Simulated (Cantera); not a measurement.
## Equilibrium for sublimation and decomposition of ceramics: MgO + N2

A closed system holds: 1 mol MgO, 5.8 mol N2, equilibrated at 13.3 mbar.

Method: chemical equilibrium by Gibbs-energy minimisation in Cantera with the NASA 1993 tables (ideal gas, pure condensed phases). Candidate condensed phases: Mg, MgO; 27 gas species. Ions and electrons are included (thermal ionisation). Kinetics and transport are ignored.

From 2000 K to 2500 K the condensed part is MgO(s). From 3000 K to 5000 K nothing is condensed. The main Mg-bearing gas is Mg throughout.

```csv
T (K),log p N2,log p N,log p Mg,log p O,log p O2,log p Mg+,log p e-,log p NO,n MgO(s)
2000,-1.88,-9.98,-5.34,-6.19,-6.04,-11.12,-11.12,-5.68,0.998
2500,-1.95,-7.51,-2.90,-3.52,-3.37,-7.85,-7.85,-3.91,0.316
3000,-2.00,-5.86,-2.77,-2.88,-3.87,-6.40,-6.40,-3.87,0
3500,-2.00,-4.66,-2.77,-2.79,-4.97,-5.40,-5.40,-4.19,0
4000,-2.01,-3.76,-2.78,-2.78,-5.90,-4.64,-4.64,-4.49,0
4500,-2.04,-3.07,-2.81,-2.79,-6.67,-4.06,-4.06,-4.76,0
5000,-2.14,-2.55,-2.90,-2.83,-7.34,-3.62,-3.62,-5.05,0
```
log p: log10 of the partial pressure in bar; n: condensed amount in mol.
